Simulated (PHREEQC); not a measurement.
A solution holds 0.073 mol/kgw Cu(NO3)2, 0.088 mol/kgw H2SO4 and 0.039 mol/kgw Na2SO4, at 25 °C. It is in equilibrium with CO2 at log p = -2 (atm). Otherwise closed; pH follows from the charge balance.

The numbers come from PHREEQC with the ion-association model, phreeqc.dat.

```csv
quantity,before,after
pH,1.10,1.33
ionic strength (mol/kgw),0.368,0.641
SO4-2 (mol/kgw),0.0306,0.101
HCO3- (mol/kgw),2.68e-9,4.73e-9
(CO2)2 (mol/kgw),1.95e-9,1.83e-9
```

Problem. Name the change that produced these shifts.
A. diluted 100-fold with water
B. Na2SO4 from 0.039 to 0.195 mol/kgw
C. diluted 5-fold with water
D. diluted 10-fold with water
E. temperature from 25 to 85 °C

Solution. B, Na2SO4 from 0.039 to 0.195 mol/kgw

This is a speciation only: nothing precipitates in the calculation.
